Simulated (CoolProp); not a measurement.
n-perfluorohexane at several states: density (kg/m³) from the reference equation and from simpler models built on Tc = 448.0 K, pc = 1742 kPa, ω = 0.497; each cubic takes its own stable root.

Model: reference Helmholtz-energy equation of state, Gao 2022, in CoolProp.

| T (K) | p (kPa) | phase | reference |
|---|---|---|---|
| 395.7 | 56.3 | gas | 5.889 |
| 192.8 | 1750 | liquid | 1975 |
| 395.2 | 981 | liquid | 1336 |
| 239.6 | 52.6 | liquid | 1840 |
| 218.1 | 110 | liquid | 1900 |

Question: How far does each simpler model (van der Waals, Peng-Robinson) lie from the reference over these 5 states: mean and median of the absolute difference, and the worst?

Answer: 
- van der Waals: mean 55.8 %, median 45.1 %, worst -99.5 % at 239.6 K and 52.6 kPa
- Peng-Robinson: mean 4.0 %, median 4.3 %, worst -6.7 % at 395.2 K and 981 kPa

At some of these states van der Waals gives the other phase, because its saturation line lies elsewhere.
